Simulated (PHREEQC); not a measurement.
Consider water at 75 °C with 180 mmol/kgw ZnCl2 and 93 mmol/kgw H2SO4. Closed to the air; pH follows from the charge balance.

The numbers come from PHREEQC with the ion-association model, phreeqc.dat.

Precipitation was switched off in this run.

**Question.** Predict the pH.

**Answer.** pH 1.07.

**Question.** In which forms is Zn present?

**Answer.** Zn+2 47 %, ZnCl+ 41 %, ZnSO4 4.8 %, ZnCl2 4.7 %, ZnCl3- 1.9 %, ZnCl4-2 0.7 % of the Zn.

Complexes and solids missing from the database can't appear. Away from 25 °C the constants follow the database's enthalpies or fits; those with neither stay at their 25 °C values.
